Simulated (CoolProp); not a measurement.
Methanol at 505.69 K and 1.03 MPa flows at 0.21 m/s in a round tube of 1 mm bore and 15 µm roughness, fully developed (64/Re and Nu = 3.66 if laminar; Colebrook and Gnielinski if turbulent). Each further row changes one setting.

The numbers come from the reference Helmholtz-energy equation of state, de Reuck 1993 in CoolProp.

```
case               Reynolds number  Darcy friction factor  pressure drop (Pa/m)  heat-transfer coefficient (W/(m² K))  mass flow (kg/h)
-----------------  ---------------  ---------------------  --------------------  ------------------------------------  ----------------
as stated                      105                  0.608                   110                                   149           0.00488
velocity 0.42 m/s              210                  0.304                   220                                   149           0.00976
diameter 2 mm                  210                  0.304                  27.6                                  74.7            0.0195
```

Viscosity comes from a separate model (Xiang 2006). Thermal conductivity comes from a separate model (Sykioti 2013).
